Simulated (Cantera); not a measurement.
A perfectly stirred reactor is fed with H2 : O2 = 0.15 : 1 (molar parts), equivalence ratio 0.075, at 10.00 Torr; it is held at 925 K, and followed from long to short residence time.

Model: the H2/O2 subset of GRI-Mech 3.0, which has no nitrogen chemistry, integrated in Cantera. Radical loss at walls, strong at low pressure, is not modelled. Below about 950 K walls govern HO2 and H2O2 in real vessels. The temperature is held fixed by assumption; the heat of reaction is taken as removed at once.

Question: What does this change do: temperature 925 to 1050 K?

Answer: 
```
quantity                  before     after
----------------------  --------  --------
x(H2) at τ = 8.90 s     0.000493  0.000182
x(O2) at τ = 8.90 s        0.860     0.860
x(H2O2) at τ = 8.90 s    1.83e-7   1.80e-7
x(H) at τ = 8.90 s       2.41e-5   3.46e-5
x(OH) at τ = 8.90 s     0.000166  0.000402
x(H2) at τ = 78.0 ms     0.00702   0.00307
x(O2) at τ = 78.0 ms       0.856     0.851
x(H2O2) at τ = 78.0 ms   3.96e-7   3.37e-7
x(H) at τ = 78.0 ms      0.00255   0.00356
x(OH) at τ = 78.0 ms     0.00116   0.00215
```

Question: What does this change do: temperature 925 to 1448 K?

Answer: 
```tsv
quantity	before	after
x(H2) at τ = 8.90 s	0.000493	0.000127
x(O2) at τ = 8.90 s	0.860	0.858
x(H2O2) at τ = 8.90 s	1.83e-7	2.85e-8
x(H) at τ = 8.90 s	2.41e-5	8.19e-5
x(OH) at τ = 8.90 s	0.000166	0.00235
x(H2) at τ = 78.0 ms	0.00702	0.00229
x(O2) at τ = 78.0 ms	0.856	0.827
x(H2O2) at τ = 78.0 ms	3.96e-7	1.03e-7
x(H) at τ = 78.0 ms	0.00255	0.00687
x(OH) at τ = 78.0 ms	0.00116	0.00992
```
